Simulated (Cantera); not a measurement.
Equilibrium for silicon etching in halogen gases: Si + F₂ + H₂

Input: 1 mol Si, 7.3 mol F₂, 0.59 mol H₂, equilibrated at 0.100 bar.

Cantera equilibrium calculation (NASA polynomials, part measured and part estimated; ideal gas, pure solids and liquids). Candidate condensed phases: Si; 25 gas species. The numbers say what is thermodynamically allowed, not how fast it happens.

```json
[
 {"T (K)": "623", "x F₂": "0.683", "x F": "0.000670", "x HF": "0.171", "x SiF₄": "0.145", "x H₂F₂": "9.94e-7"},
 {"T (K)": "723", "x F₂": "0.679", "x F": "0.00586", "x HF": "0.171", "x SiF₄": "0.145", "x H₂F₂": "4.47e-7"},
 {"T (K)": "823", "x F₂": "0.658", "x F": "0.0301", "x HF": "0.169", "x SiF₄": "0.143", "x H₂F₂": "2.39e-7"},
 {"T (K)": "923", "x F₂": "0.595", "x F": "0.105", "x HF": "0.162", "x SiF₄": "0.138", "x H₂F₂": "1.39e-7"},
 {"T (K)": "1023", "x F₂": "0.462", "x F": "0.264", "x HF": "0.149", "x SiF₄": "0.126", "x H₂F₂": "8.05e-8"},
 {"T (K)": "1123", "x F₂": "0.276", "x F": "0.484", "x HF": "0.130", "x SiF₄": "0.110", "x H₂F₂": "4.54e-8"},
 {"T (K)": "1223", "x F₂": "0.123", "x F": "0.666", "x HF": "0.114", "x SiF₄": "0.0968", "x H₂F₂": "2.75e-8"}
]
```
x: gas mole fraction; nothing condenses.

From 623 K to 1223 K nothing is condensed. The main Si-bearing gas is SiF₄ throughout.
